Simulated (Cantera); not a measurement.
An adiabatic, constant-volume homogeneous reactor starts with CH4 : C2H6 : O2 : N2 = 1 : 0.038 : 1.42 : 15.6 (molar parts), equivalence ratio 1.5, at 1250 K and 9.30 bar.

Model: GRI-Mech 3.0 (53 species, 325 reactions), integrated in Cantera.

Predict: time of steepest temperature rise; temperature at 1.00 s; equilibrium temperature; x(O2) at 1.00 s; x(HCN) at 1.00 s; x(H2O) at 1.00 s.


* **time of steepest temperature rise**: 4.18 ms
* **temperature at 1.00 s**: 2158 K
* **equilibrium temperature**: 2158 K
* **x(O2) at 1.00 s**: 2.17e-7 (gas-phase equilibrium 2.17e-7)
* **x(HCN) at 1.00 s**: 1.15e-7 (gas-phase equilibrium 1.15e-7)
* **x(H2O) at 1.00 s**: 0.0768 (gas-phase equilibrium 0.0768)
